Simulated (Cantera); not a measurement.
A perfectly stirred reactor is fed with CH2O : O2 : N2 = 0.0061 : 0.0029 : 1 (molar parts), at 1.97 atm; it is held at 1575 K, and followed from long to short residence time.

Model: GRI-Mech 3.0 (53 species, 325 reactions), integrated in Cantera.

**Question.** What does this change do: O2 0.0029 to 0.00041 parts?

**Answer.** 
| quantity | before | after |
|---|---|---|
| x(CH2O) at τ = 0.880 s | 1.50e-7 | 3.47e-7 |
| x(O2) at τ = 0.880 s | 2.66e-6 | 7.81e-7 |
| x(H2) at τ = 0.880 s | 0.00234 | 0.00541 |
| x(CO2) at τ = 0.880 s | 0.00208 | 0.000214 |
| x(CH3) at τ = 0.880 s | 7.67e-11 | 1.64e-9 |
| x(CH2O) at τ = 49.0 ms | 7.02e-7 | 1.96e-6 |
| x(O2) at τ = 49.0 ms | 1.46e-5 | 4.36e-6 |
| x(H2) at τ = 49.0 ms | 0.00222 | 0.00535 |
| x(CO2) at τ = 49.0 ms | 0.00207 | 0.000195 |
| x(CH3) at τ = 49.0 ms | 5.08e-10 | 8.98e-9 |

**Question.** What does this change do: CH2O 0.0061 to 0.031 parts?

**Answer.** 
```json
[
 {"quantity": "x(CH2O) at τ = 0.880 s", "before": "1.50e-7", "after": "7.78e-7"},
 {"quantity": "x(O2) at τ = 0.880 s", "before": "2.66e-6", "after": "2.42e-6"},
 {"quantity": "x(H2) at τ = 0.880 s", "before": "0.00234", "after": "0.0252"},
 {"quantity": "x(CO2) at τ = 0.880 s", "before": "0.00208", "after": "0.00149"},
 {"quantity": "x(CH3) at τ = 0.880 s", "before": "7.67e-11", "after": "9.35e-9"},
 {"quantity": "x(CH2O) at τ = 49.0 ms", "before": "7.02e-7", "after": "4.46e-6"},
 {"quantity": "x(O2) at τ = 49.0 ms", "before": "1.46e-5", "after": "1.38e-5"},
 {"quantity": "x(H2) at τ = 49.0 ms", "before": "0.00222", "after": "0.0250"},
 {"quantity": "x(CO2) at τ = 49.0 ms", "before": "0.00207", "after": "0.00142"},
 {"quantity": "x(CH3) at τ = 49.0 ms", "before": "5.08e-10", "after": "7.51e-8"}
]
```
